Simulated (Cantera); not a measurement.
A perfectly stirred reactor is fed with 54.9 % N2O, 45.1 % O2, at 1.60 bar; it is held at 1325 K, and followed from long to short residence time.

Detailed kinetics in Cantera: GRI-Mech 3.0 (53 species, 325 reactions). GRI-Mech 3.0 was tuned for natural gas; its chemistry of N2O as a main component is partial and can be far from experiment. The mechanism lacks the step 2 NO + O2 → 2 NO2, which can matter for NO2 below about 1400 K. The temperature is held fixed by assumption; the heat of reaction is taken as removed at once.

x: mole fraction; the columns are a selection and need not sum to one.

| τ (s) | x N2O | x O2 | x NO2 | x NO | x N2 | x O |
|---|---|---|---|---|---|---|
| 0.99 | 0.0725 | 0.538 | 0.000453 | 0.0309 | 0.359 | 3.42e-6 |
| 0.38 | 0.145 | 0.521 | 0.000483 | 0.0335 | 0.301 | 4.83e-6 |
| 0.14 | 0.256 | 0.499 | 0.000415 | 0.0292 | 0.216 | 6.46e-6 |
| 0.055 | ? | 0.479 | ? | ? | ? | ? |
| 0.021 | 0.459 | 0.465 | 0.000142 | 0.0107 | 0.0655 | 8.79e-6 |
| 0.0081 | 0.510 | 0.457 | ? | ? | ? | 9.29e-6 |
| 0.0031 | 0.533 | 0.453 | 1.86e-5 | 0.00199 | 0.0116 | 9.51e-6 |
| 0.0012 | 0.543 | 0.452 | 4.78e-6 | 0.000793 | 0.00460 | 9.57e-6 |

**Question.** What belongs in the gaps?

**Answer.** 
- 0.055, x N2O: 0.369
- 0.055, x NO2: 0.000279
- 0.055, x NO: 0.0200
- 0.055, x N2: 0.131
- 0.055, x O: 7.82e-6
- 0.0081, x NO2: 5.76e-5
- 0.0081, x NO: 0.00485
- 0.0081, x N2: 0.0288
